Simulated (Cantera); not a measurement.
Feed: 1 mol SiF₄, 0.33 mol N₂, at 1473.15 K and 0.100 bar.

Equilibrium computed with Cantera from the NASA thermochemical tables; the gas is ideal and each condensed phase is pure. Candidate condensed phases: Si, Si₃N₄; 16 gas species. Kinetics and transport are ignored.

Base state: SiF₄ 0.752, N₂ 0.248 (mole fractions); condensed: gas only.

Q: What changes in the equilibrium state with this change: SiF₄ replaced by SiCl₄?

A: 
```csv
species,before,after
SiCl₄,0,0.747
N₂,0.248,0.247
SiCl₃,0,0.00299
SiF₄,0.752,0
Cl,0,0.00253
Cl₂,0,0.000271
SiCl₂,0,4.09e-5
```
The tables' values for SiCl₃ are old estimates; treat these amounts as uncertain.
